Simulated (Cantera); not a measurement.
A closed system holds: 1 mol V₂O₅, 41 mol H₂, equilibrated at 1725 K and 3.80 mbar.

Cantera equilibrium calculation (NASA polynomials, part measured and part estimated; ideal gas, pure solids and liquids). Candidate condensed phases: H₂O, V, VO, V₂O₃, V₂O₄, V₂O₅; 12 gas species. Condensed phases not in the tables: the oxides between V₂O₃ and V₂O₅ other than VO₂. Equilibrium is a limit: real reactors are often held back by kinetics, nucleation or transport.

Base state: H₂ 0.948, H₂O 0.0487, H 0.00293, VO₂ 5.33e-5 (mole fractions); condensed: V₂O₃(s).

Problem. What changes in the equilibrium state with this change: temperature from 1725 K to 1173.15 K?

Solution. 
```tsv
species	before	after
H₂	0.948	0.951
H₂O	0.0487	0.0488
H	0.00293	1.87e-6
VO₂	5.33e-5	<1e-9
V₂O₃(s), mol	0.999	1.00
```

Problem. What changes in the equilibrium state with this change: V₂O₅ replaced by CuO?

Solution. 
```tsv
species	before	after
H₂	0.948	0.950
H₂O	0.0487	0.0238
Cu	0	0.0237
VO₂	5.33e-5	0
Cu₂	0	1.34e-5
H	0.00293	0.00294
V₂O₃(s), mol	0.999	0
```
Further candidate phases: Cu, CuO, Cu(OH)₂, Cu₂O.

Problem. What changes in the equilibrium state with this change: V₂O₅ replaced by NiS?

Solution. 
| species | before | after |
|---|---|---|
| H₂ | 0.948 | 0.979 |
| H₂S | 0 | 0.00697 |
| S₂ | 0 | 0.00674 |
| H₂O | 0.0487 | 0 |
| VO₂ | 5.33e-5 | 0 |
| Ni | 0 | 0.00109 |
| SH | 0 | 0.00286 |
| S | 0 | 0.000526 |
| NiS | 0 | 0.000266 |
| H | 0.00293 | 0.00298 |
| V₂O₃(s), mol | 0.999 | 0 |
| Ni(s), mol | 0 | 0.944 |
Further candidate phases: Ni, NiS, NiS₂, Ni₃S₂, Ni₃S₄, S.
